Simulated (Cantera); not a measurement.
A closed system holds: 1 mol TiCl4, 1.7 mol H2, at 1102 °C and 593 Torr.

Equilibrium computed with Cantera from the NASA thermochemical tables; the gas is ideal and each condensed phase is pure. Candidate condensed phases: Ti, TiCl2, TiCl3, TiCl4; 10 gas species. The tables' values for TiCl2 are old estimates; treat these amounts as uncertain. Equilibrium is a limit: real reactors are often held back by kinetics, nucleation or transport.

Base state: H2 0.512, TiCl4 0.200, HCl 0.144, TiCl3 0.144, TiCl2 0.000115 (mole fractions); condensed: gas only.

**Question.** What changes in the equilibrium state with this change: TiCl4 replaced by Ti?

**Answer.** 
| species | before | after |
|---|---|---|
| H2 | 0.512 | 1.000 |
| TiCl4 | 0.200 | 0 |
| HCl | 0.144 | 0 |
| TiCl3 | 0.144 | 0 |
| TiCl2 | 0.000115 | 0 |
| Ti(β), mol | 0 | 1.00 |

**Question.** What changes in the equilibrium state with this change: temperature from 1102 °C to 952 °C?

**Answer.** 
```tsv
species	before	after
H2	0.512	0.559
TiCl4	0.200	0.268
HCl	0.144	0.0868
TiCl3	0.144	0.0867
TiCl2	0.000115	1.36e-5
```
